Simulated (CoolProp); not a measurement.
Vapour-liquid equilibrium of toluene (1) + n-nonane (2) at 7.21 kPa; x and y are mole fractions of (1).

Values from CoolProp's multi-fluid Helmholtz-energy mixture model, Lemmon 2006 and Lemmon 2006; pair parameters Bell 2016.

Give the bubble temperature and the first vapour's composition at x = 0.35, 0.75, 0.85. Is there an azeotrope?

x = 0.35: 323.9 K, y = 0.763; x = 0.75: 314.9 K, y = 0.927; x = 0.85: 313.4 K, y = 0.955. No azeotrope shows between x = 0.05 and 0.95.

Pair parameters are fitted to limited data, so mixtures are less certain than the pure fluids.
